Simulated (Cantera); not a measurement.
## Thermodynamics of silicon etching in halogen gases, feed Si + HCl + H2

Charge: 1 mol Si, 24 mol HCl, 71 mol H2, held at 1000 Pa.

Equilibrium computed with Cantera from the NASA thermochemical tables; the gas is ideal and each condensed phase is pure. Candidate condensed phases: Si; 19 gas species. The tables' values for SiCl3, SiCl are old estimates; treat these amounts as uncertain. Equilibrium is a limit: real reactors are often held back by kinetics, nucleation or transport.

From 800 °C to 1450 °C nothing is condensed. The main Si-bearing gas is SiCl4 at 800 °C and SiCl2 at 1450 °C.

| T (°C) | x H2 | x HCl | x SiCl2 | x SiCl4 | x SiCl3 | x H | x SiHCl3 | x Cl |
|---|---|---|---|---|---|---|---|---|
| 800 | 0.776 | 0.214 | 7.04e-5 | 0.00991 | 0.000209 | 1.23e-7 | 0.000441 | 3.07e-8 |
| 850 | 0.775 | 0.214 | 0.000289 | 0.00930 | 0.000465 | 3.75e-7 | 0.000577 | 9.21e-8 |
| 900 | 0.773 | 0.216 | 0.000956 | 0.00810 | 0.000886 | 1.04e-6 | 0.000676 | 2.53e-7 |
| 950 | 0.770 | 0.219 | 0.00242 | 0.00614 | 0.00137 | 2.64e-6 | 0.000667 | 6.46e-7 |
| 1000 | 0.766 | 0.223 | 0.00456 | 0.00385 | 0.00164 | 6.24e-6 | 0.000529 | 1.54e-6 |
| 1050 | 0.763 | 0.226 | 0.00662 | 0.00202 | 0.00156 | 1.39e-5 | 0.000346 | 3.45e-6 |
| 1100 | 0.761 | 0.229 | 0.00809 | 0.000957 | 0.00129 | 2.90e-5 | 0.000201 | 7.23e-6 |
| 1150 | 0.760 | 0.230 | 0.00899 | 0.000437 | 0.000996 | 5.79e-5 | 0.000112 | 1.43e-5 |
| 1200 | 0.759 | 0.230 | 0.00952 | 0.000201 | 0.000749 | 0.000110 | 6.23e-5 | 2.71e-5 |
| 1250 | 0.758 | 0.231 | 0.00983 | 9.56e-5 | 0.000561 | 0.000201 | 3.53e-5 | 4.92e-5 |
| 1300 | 0.758 | 0.231 | 0.0100 | 4.71e-5 | 0.000424 | 0.000354 | 2.05e-5 | 8.57e-5 |
| 1350 | 0.758 | 0.231 | 0.0102 | 2.41e-5 | 0.000324 | 0.000602 | 1.22e-5 | 0.000144 |
| 1400 | 0.757 | 0.231 | 0.0102 | 1.28e-5 | 0.000251 | 0.000991 | 7.53e-6 | 0.000236 |
| 1450 | 0.757 | 0.231 | 0.0103 | 7.03e-6 | 0.000196 | 0.00159 | 4.75e-6 | 0.000375 |
x: gas mole fraction; nothing condenses.
